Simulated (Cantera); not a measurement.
What does this Cantera script print?

```python
import numpy as np
import cantera as ct

gas = ct.Solution("gri30.yaml")


def delay(T, t_max=10):
    gas.TPX = T, 340000, {'H2': 1, 'O2': 0.25, 'N2': 1.52, 'CO2': 0.078}
    reactor = ct.IdealGasReactor(gas, clone=False)
    net = ct.ReactorNet([reactor])
    net.rtol, net.atol = 1e-8, 1e-16
    while net.time < t_max:
        t_old, T_old = net.time, reactor.T
        net.step()
        if reactor.T > T + 400:  # ignition: a rise of 400 K
            return t_old + (T + 400 - T_old) / (reactor.T - T_old) * (net.time - t_old)
    return np.nan


taus = []
for T in [1225, 1325, 1425, 1525, 1625, 1725, 1825, 1925]:
    taus.append(delay(T))
    print(f"T0 = {T:6g} K   tau = {taus[-1]:.4e} s")
```

Result:

```
T0 =   1225 K   tau = 2.0823e-05 s
T0 =   1325 K   tau = 1.1390e-05 s
T0 =   1425 K   tau = 7.4922e-06 s
T0 =   1525 K   tau = 5.4813e-06 s
T0 =   1625 K   tau = 4.3619e-06 s
T0 =   1725 K   tau = 3.7399e-06 s
T0 =   1825 K   tau = 3.4222e-06 s
T0 =   1925 K   tau = 3.3074e-06 s
```

Detailed kinetics in Cantera: GRI-Mech 3.0 (53 species, 325 reactions). The hydrogen kinetics of GRI-Mech 3.0 are dated; newer H2 mechanisms differ, most at raised pressure. Where the delays flatten at high temperature, the 400 K rule measures the pace of heat release, not the induction time.
